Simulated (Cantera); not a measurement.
Cantera run:

```python
import numpy as np
import cantera as ct

gas_names = """
    B BH BH2 BH3 BN B2 H H2 N NH NH2 NH3 N2 N2H2 N2H4
""".split()
cond_names = """
    B(b) B(L) BN(s)
""".split()


# ... load() reads the species with a 1 bar reference pressure and builds the phases ...
atoms = {
    'B': {'B': 1},
    'N2': {'N': 2},
    'H2': {'H': 2},
}
top_T = {'BN(s)': 3200}  # K; cautious upper limits of use, not melting points


# ... equilibrate(T, P, feed) seeds the gas with the atoms and calls Mixture.equilibrate('TP', solver="vcs", rtol=1e-11, max_steps=5000) ...
results = []
feed = {'B': 1, 'N2': 0.35, 'H2': 7.2}  # mol
P = 20  # Pa
for T in [1023, 1173, 1323, 1473, 1623, 1773, 1923, 2073, 2223]:
    mix = equilibrate(T, P, feed)
    results.append((T, P, feed, dict(zip(mix.species_names, mix.species_moles))))

top = {s: max(r[3][s] / sum(r[3][g] for g in gas_names) for r in results) for s in gas_names}
cols = sorted((s for s in top if top[s] > 0.001), key=lambda s: -top[s])[:7]
seen = [c for c in cond_names if any(r[3].get(c, 0) > 1e-12 for r in results)]
print("log10 of partial pressures in bar; condensed amounts in mol")
print(f"{'T/K':>10s}" + "".join(f"{s[:9]:>10s}" for s in cols + seen))
for T, P, feed, n in results:
    ng = sum(n[g] for g in gas_names)
    print(f"{T:10.4g}" + "".join(f"{np.log10(max(n[s] / ng * P / 1e5, 1e-99)):10.3f}" for s in cols)
          + "".join(f"{n.get(c, 0):10.4g}" for c in seen))
```

Output:

```
log10 of partial pressures in bar; condensed amounts in mol
       T/K        H2         H        N2         B      B(b)     BN(s)
      1023    -3.699   -10.232   -16.401   -20.790       0.3       0.7
      1173    -3.699    -8.778   -13.122   -17.135       0.3       0.7
      1323    -3.699    -7.649   -10.593   -14.313       0.3       0.7
      1473    -3.699    -6.748    -8.582   -12.069    0.3001    0.6998
      1623    -3.701    -6.011    -6.947   -10.243    0.3079    0.6918
      1773    -3.713    -5.403    -5.591    -8.729    0.4881    0.5111
      1923    -3.749    -4.900    -5.047    -7.454    0.9965         0
      2073    -3.802    -4.481    -5.071    -6.366    0.9772         0
      2223    -3.925    -4.156    -5.126    -5.427    0.8145         0
```

These are equilibrium values from Cantera (NASA tables, ideal gas, pure condensed phases), not measurements of a reactor. N2 is the only nitrogen source here; it is nearly inert below about 1500 K, so the nitride shown seldom forms there in practice. Mutual solubility and eutectic melting of coexisting phases are not modelled. The tables' values for BH2 are old estimates; treat these amounts as uncertain.
